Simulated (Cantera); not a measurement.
Cantera run, input and output.

```python
import numpy as np
import cantera as ct

gas = ct.Solution("h2o2.yaml")


def delay(T, t_max=10):
    gas.TPX = T, 1000000, {'H2': 1, 'O2': 1.14, 'N2': 3.4}
    reactor = ct.IdealGasReactor(gas, clone=False)
    net = ct.ReactorNet([reactor])
    net.rtol, net.atol = 1e-8, 1e-16
    while net.time < t_max:
        t_old, T_old = net.time, reactor.T
        net.step()
        if reactor.T > T + 400:  # ignition: a rise of 400 K
            return t_old + (T + 400 - T_old) / (reactor.T - T_old) * (net.time - t_old)
    return np.nan


taus = []
for T in [1200, 1300, 1400, 1500, 1600, 1700, 1800, 1900, 2000]:
    taus.append(delay(T))
    print(f"T0 = {T:6g} K   tau = {taus[-1]:.4e} s")

# d ln(tau) / d ln(k), from doubling and halving each rate constant
T, sens = 1500, []
for i in range(gas.n_reactions):
    gas.set_multiplier(2.0, i)
    up = delay(T)
    gas.set_multiplier(0.5, i)
    down = delay(T)
    gas.set_multiplier(1.0, i)
    sens.append((np.log(up / down) / np.log(4.0), gas.reaction(i).equation))
sens.sort(key=lambda x: -abs(x[0]))
print(f"sensitivities at {T} K")
for s, eq in sens[:10]:
    print(f"{s:8.3f}  {eq}")
```

Result:

```
T0 =   1200 K   tau = 6.4293e-05 s
T0 =   1300 K   tau = 4.5558e-06 s
T0 =   1400 K   tau = 2.1417e-06 s
T0 =   1500 K   tau = 1.3610e-06 s
T0 =   1600 K   tau = 9.8218e-07 s
T0 =   1700 K   tau = 7.6655e-07 s
T0 =   1800 K   tau = 6.3535e-07 s
T0 =   1900 K   tau = 5.5501e-07 s
T0 =   2000 K   tau = 5.0847e-07 s
sensitivities at 1500 K
  -0.691  H + O2 <=> O + OH
  -0.224  H2 + O <=> H + OH
  -0.154  H2 + OH <=> H + H2O
   0.101  H + O2 + N2 <=> HO2 + N2
  -0.063  H + HO2 <=> H2 + O2
   0.051  H + O2 + M <=> HO2 + M
   0.027  H + O2 + O2 <=> HO2 + O2
  -0.026  H + HO2 <=> 2 OH
  -0.017  H + O2 + H2O <=> HO2 + H2O
  -0.003  H + OH + M <=> H2O + M
```

Model: the H2/O2 subset of GRI-Mech 3.0, which has no nitrogen chemistry, integrated in Cantera. The hydrogen kinetics of GRI-Mech 3.0 are dated; newer H2 mechanisms differ, most at raised pressure. Where the delays flatten at high temperature, the 400 K rule measures the pace of heat release, not the induction time.
